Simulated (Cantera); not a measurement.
Charge: 1 mol C₂F₆, 0.098 mol H₂, at 0.0345 Torr.

Equilibrium computed with Cantera from the NASA thermochemical tables; the gas is ideal and each condensed phase is pure. Candidate condensed phases: C, C₆H₆, C₇H₈, C₈H₁₈; 95 gas species. The feed counts by its element totals alone. Gases not in the tables: C₂F₆ and larger saturated fluorocarbons. Rates play no part.

Problem. What share of the C ends up in condensed phases as a function of T (K), at 1950, 2000, 2050, 2100, 2150, 2200, 2250?

Solution. 
| T (K) | C condensed (%) | as |
|---|---|---|
| 1950 | 31.3 | C(graphite) |
| 2000 | 44.7 | C(graphite) |
| 2050 | 58.4 | C(graphite) |
| 2100 | 69.7 | C(graphite) |
| 2150 | 78.0 | C(graphite) |
| 2200 | 83.6 | C(graphite) |
| 2250 | 87.1 | C(graphite) |
